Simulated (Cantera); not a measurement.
A Cantera script and what it prints.

```python
import numpy as np
import cantera as ct

gas_names = """
    H HO2 H2 H2O H2O2 Nb NbO NbO2 O OH O2 O3
""".split()
cond_names = """
    H2O(s) H2O(L) Nb(cr) Nb(L) NbO(s) NbO(L) NbO2(I) NbO2(II) NbO2(III) NbO2(L) Nb2O5(s) Nb2O5(L)
""".split()


# ... load() reads the species with a 1 bar reference pressure and builds the phases ...
atoms = {
    'Nb2O5': {'Nb': 2, 'O': 5},
    'H2': {'H': 2},
}
top_T = {}  # K; cautious upper limits of use, not melting points


# ... equilibrate(T, P, feed) seeds the gas with the atoms and calls Mixture.equilibrate('TP', solver="vcs", rtol=1e-11, max_steps=5000) ...
results = []
feed = {'Nb2O5': 1, 'H2': 5.7}  # mol
T = 1000  # K
P = 26  # Pa
mix = equilibrate(T, P, feed)
results.append((T, P, feed, dict(zip(mix.species_names, mix.species_moles))))
print(gas.report(threshold=0.0001))
for i in range(1, mix.n_phases):
    print(f"{mix.phase(i).name:16s} {mix.phase_moles(i):12.5e} mol")
```

Result:

```
       temperature   1000 K
          pressure   26 Pa
           density   6.5741e-06 kg/m^3
  mean mol. weight   2.1023 kg/kmol
   phase of matter   gas

                          1 kg             1 kmol
                     ---------------   ---------------
          enthalpy        9.2331e+06        1.9411e+07  J
   internal energy        5.2781e+06        1.1096e+07  J
           entropy        1.1202e+05        2.3551e+05  J/K
    Gibbs function       -1.0279e+08        -2.161e+08  J
 heat capacity c_p             14376             30223  J/K
 heat capacity c_v             10421             21909  J/K

                      mass frac. Y      mole frac. X     chem. pot. / RT
                     ---------------   ---------------   ---------------
                H2           0.95377           0.99461           -25.766
               H2O          0.046226         0.0053945           -67.426
     [  +10 minor]        6.7315e-08        1.4037e-07

Nb(cr)            0.00000e+00 mol
NbO(s)            0.00000e+00 mol
NbO2(I)           6.14974e-02 mol
Nb2O5(s)          9.69251e-01 mol
```

These are equilibrium values from Cantera (NASA tables, ideal gas, pure condensed phases), not measurements of a reactor. Condensed phases not in the tables: the oxides between NbO2 and Nb2O5.
